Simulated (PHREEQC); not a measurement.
Brine: an equilibrium model

Make-up at 85 °C and 10 atm: 1.34 mol/kgw KOH and 0.0036 mol/kgw K2SO4. Closed to the air; pH follows from the charge balance.

Equilibrium calculation in PHREEQC: Pitzer model, pitzer.dat.

```json
{
  "pH": "12.55",
  "ionic_strength": "1.35 mol/kgw",
  "activity_of_water": "0.952",
  "density": "1.030 g/cm³",
  "osmotic_coefficient": "1.008",
  "total_alkalinity": "1340 meq/kg"
}
```

```tsv
species	molality	activity	log γ
K+	1.35	0.820	-0.216
OH-	1.34	1.09	-0.089
SO4-2	0.00360	0.000189	-1.280
```

Precipitation was switched off in this run. In brines, pH and single-ion activities rest on the MacInnes convention. Constants without temperature data keep their 25 °C values here.
